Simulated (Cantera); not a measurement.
A freely propagating, adiabatic, planar premixed flame of 33.1 % H2, 17.6 % O2, 49.3 % N2, equivalence ratio 0.94, unburnt at 675 K and 3.80 bar; multicomponent transport, grid criteria slope 0.08 and curve 0.16, no radiation.

Detailed kinetics in Cantera: the H2/O2 subset of GRI-Mech 3.0, which has no nitrogen chemistry. The hydrogen kinetics of GRI-Mech 3.0 are dated; newer H2 mechanisms differ, most at raised pressure. Burning velocities carry a grid error of a few per cent, more on coarse grids.

x: mole fraction of selected species; z is measured from the peak of heat release.

```json
[
 {"z (mm)": "-0.238", "T (K)": "675", "u (m/s)": "11.3", "x H2": "0.331", "x O2": "0.176", "x H2O2": "<1e-8", "x OH": "<1e-8", "x H": "<1e-8", "x O": "<1e-8"},
 {"z (mm)": "-0.159", "T (K)": "675", "u (m/s)": "11.3", "x H2": "0.331", "x O2": "0.176", "x H2O2": "<1e-8", "x OH": "<1e-8", "x H": "<1e-8", "x O": "<1e-8"},
 {"z (mm)": "-0.119", "T (K)": "675", "u (m/s)": "11.3", "x H2": "0.331", "x O2": "0.176", "x H2O2": "<1e-8", "x OH": "<1e-8", "x H": "<1e-8", "x O": "<1e-8"},
 {"z (mm)": "-0.0793", "T (K)": "675", "u (m/s)": "11.3", "x H2": "0.331", "x O2": "0.176", "x H2O2": "<1e-8", "x OH": "<1e-8", "x H": "2.41e-8", "x O": "<1e-8"},
 {"z (mm)": "-0.0396", "T (K)": "695", "u (m/s)": "11.6", "x H2": "0.325", "x O2": "0.177", "x H2O2": "5.59e-6", "x OH": "5.42e-5", "x H": "0.000135", "x O": "1.09e-5"},
 {"z (mm)": "-0.0198", "T (K)": "___", "u (m/s)": "15.2", "x H2": "0.286", "x O2": "0.171", "x H2O2": "4.27e-5", "x OH": "0.00139", "x H": "0.00553", "x O": "0.000565"},
 {"z (mm)": "0", "T (K)": "___", "u (m/s)": "22.4", "x H2": "0.174", "x O2": "0.127", "x H2O2": "1.51e-5", "x OH": "0.00654", "x H": "0.0323", "x O": "0.00667"},
 {"z (mm)": "0.0198", "T (K)": "___", "u (m/s)": "27.6", "x H2": "0.0834", "x O2": "0.0663", "x H2O2": "4.41e-6", "x OH": "0.0172", "x H": "0.0507", "x O": "0.0144"},
 {"z (mm)": "0.0396", "T (K)": "___", "u (m/s)": "30.2", "x H2": "0.0584", "x O2": "0.0443", "x H2O2": "2.73e-6", "x OH": "0.0237", "x H": "0.0478", "x O": "0.0163"},
 {"z (mm)": "0.0793", "T (K)": "___", "u (m/s)": "32.8", "x H2": "0.0505", "x O2": "0.0354", "x H2O2": "1.71e-6", "x OH": "0.0278", "x H": "0.0361", "x O": "0.0142"},
 {"z (mm)": "0.159", "T (K)": "2377", "u (m/s)": "35.1", "x H2": "0.0449", "x O2": "0.0305", "x H2O2": "1.23e-6", "x OH": "0.0288", "x H": "0.0241", "x O": "0.0106"},
 {"z (mm)": "0.317", "T (K)": "2549", "u (m/s)": "37.2", "x H2": "0.0374", "x O2": "0.0261", "x H2O2": "1.03e-6", "x OH": "0.0276", "x H": "0.0147", "x O": "0.00716"},
 {"z (mm)": "0.634", "T (K)": "2679", "u (m/s)": "38.7", "x H2": "0.0297", "x O2": "0.0224", "x H2O2": "1.02e-6", "x OH": "0.0249", "x H": "0.00880", "x O": "0.00475"}
]
```

Question: Complete the blanks.

Answer: 
- -0.0198, T (K): 939
- 0, T (K): 1439
- 0.0198, T (K): 1802
- 0.0396, T (K): 1988
- 0.0793, T (K): 2185
